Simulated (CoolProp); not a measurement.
Saturation properties of toluene.

Values from CoolProp's reference Helmholtz-energy equation of state, Lemmon 2006. It is a short technical equation, of lower accuracy than the large ones.

```tsv
T (°C)	p (kPa)	liquid density (kg/m³)	vapour density (kg/m³)	enthalpy of vaporisation (kJ/kg)	vapour viscosity (µPa s)
146.75	255.6	740.6	…	…	…
150.85	280.7	736.0	7.996	332.4	9.66
154.85	307.0	731.5	8.712	…	9.75
158.85	335.0	726.9	9.477	326.3	9.84
162.95	365.8	722.2	10.32	323.1	9.93
166.95	397.8	717.5	11.19	319.9	10.0
170.95	431.9	712.8	12.12	316.6	…
175.05	469.1	707.9	13.15	313.2	…
179.05	507.7	703.0	14.21	309.8	10.3
183.05	548.6	698.1	15.34	…	10.4
187.15	593.1	692.9	16.58	302.7	10.5
191.15	639.0	687.8	17.86	299.1	10.6
```

Q: Complete the blanks.

A: 
- 146.75, vapour density (kg/m³): 7.311
- 146.75, enthalpy of vaporisation (kJ/kg): 335.5
- 146.75, vapour viscosity (µPa s): 9.57
- 154.85, enthalpy of vaporisation (kJ/kg): 329.4
- 170.95, vapour viscosity (µPa s): 10.1
- 175.05, vapour viscosity (µPa s): 10.2
- 183.05, enthalpy of vaporisation (kJ/kg): 306.3

It boils at 110.6 °C under 1 atm.

Viscosity comes from a separate model (Avgeri 2015).
